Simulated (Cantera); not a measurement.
Charge: 1 mol CCl₄, 1.4 mol CH₄, 0.095 mol H₂, held at 1.20 Torr.

Cantera equilibrium calculation (NASA polynomials, part measured and part estimated; ideal gas, pure solids and liquids). Candidate condensed phases: C, C₆H₆, C₇H₈, C₈H₁₈; 91 gas species. The tables' values for CCl are old estimates; treat these amounts as uncertain. Kinetics and transport are ignored. All values below are at 2650 °C.

Base state: H 0.489, Cl 0.367, C₃ 0.0653, HCl 0.0274, H₂ 0.0249, C 0.0137, C₂ 0.00710, C₂H 0.00314 (mole fractions); condensed: gas only.

**Question.** What changes in the equilibrium state with this change: pressure from 1.20 Torr to 75.0 Torr?

**Answer.** 
```
species             before     after
----------------  --------  --------
HCl                 0.0274     0.394
Cl                   0.367     0.251
H₂                  0.0249     0.178
H                    0.489     0.165
C                   0.0137  0.000239
C₃                  0.0653   0.00134
C₂                 0.00710  0.000134
C₄                0.000162   3.62e-6
C₅                0.000795   1.93e-5
C(graphite), mol         0      2.24
```
